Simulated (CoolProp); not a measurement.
Computed with CoolProp (reference Helmholtz-energy equation of state, Akasaka 2020).

**Question.** For R1123, give the phase and the Z, cp (kJ/(kg K)) at 377 K and 37.5 bar; 377 K and 50 bar; 377 K and 162 bar.

**Answer.** 
- 377 K and 37.5 bar: gas; Z 0.796, cp 1.20
- 377 K and 50 bar: supercritical; Z 0.718, cp 1.37
- 377 K and 162 bar: supercritical; Z 0.542, cp 1.68
